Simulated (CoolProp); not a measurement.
Ethylene along the isotherm 325.5 K: density (kg/m³) from the reference equation and from simpler models built on Tc = 282.4 K, pc = 50.42 bar, ω = 0.087; each cubic takes its own stable root.

Computed with CoolProp (reference Helmholtz-energy equation of state, Smukala 2000).

| p (bar) | phase | reference | ideal gas | van der Waals | Redlich-Kwong | Soave-Redlich-Kwong | Peng-Robinson |
|---|---|---|---|---|---|---|---|
| 1.59 | gas | 1.660 | 1.648 | 1.659 | 1.660 | 1.660 | 1.661 |
| 2.58 | gas | 2.704 | 2.674 | 2.704 | 2.706 | 2.705 | 2.709 |
| 4.16 | gas | 4.391 | 4.312 | 4.389 | 4.394 | 4.392 | 4.404 |
| 6.72 | gas | 7.176 | 6.966 | 7.170 | 7.184 | 7.177 | 7.209 |
| 10.9 | gas | 11.87 | 11.30 | 11.85 | 11.89 | 11.87 | 11.96 |
| 17.5 | gas | 19.68 | 18.14 | 19.65 | 19.73 | 19.68 | 19.92 |
| 28.4 | gas | 33.85 | 29.44 | 33.84 | 34.01 | 33.83 | 34.51 |
| 45.8 | gas | 60.93 | 47.48 | 61.42 | 61.38 | 60.67 | 62.72 |
| 74 | supercritical | 124.9 | 76.71 | 134.6 | 125.6 | 121.4 | 128.2 |
| 120 | supercritical | 263.4 | 124.4 | 236.3 | 246.0 | 236.7 | 255.3 |
| 193 | supercritical | 346.7 | 200.1 | 283.4 | 326.8 | 320.5 | 351.0 |
| 312 | supercritical | 400.5 | 323.4 | 318.6 | 387.8 | 383.5 | 422.9 |
| 504 | supercritical | 446.0 | 522.4 | 348.7 | 440.8 | 437.9 | 484.1 |
